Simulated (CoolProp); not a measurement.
Aqueous sodium chloride as a coolant, 10 % by mass, freezing at -6.6 °C, 1 atm.

The numbers come from the Melinder's fits for secondary coolants in CoolProp.

| T (°C) | cp (kJ/(kg K)) | conductivity (W/(m K)) | Prandtl number | density (kg/m³) |
|---|---|---|---|---|
| -5.5 | 3.677 | 0.546 | 16.7 | 1078 |
| 0.5 | 3.689 | 0.557 | 13.5 | 1077 |
| 6.5 | 3.701 | 0.567 | 11.1 | 1075 |
| 12.6 | 3.711 | 0.577 | 9.25 | 1073 |
| 18.6 | 3.721 | 0.586 | 7.83 | 1071 |
| 24.7 | 3.729 | 0.596 | 6.71 | 1069 |
| 30.7 | 3.736 | 0.606 | 5.84 | 1066 |
| 36.7 | 3.743 | 0.615 | 5.16 | 1064 |
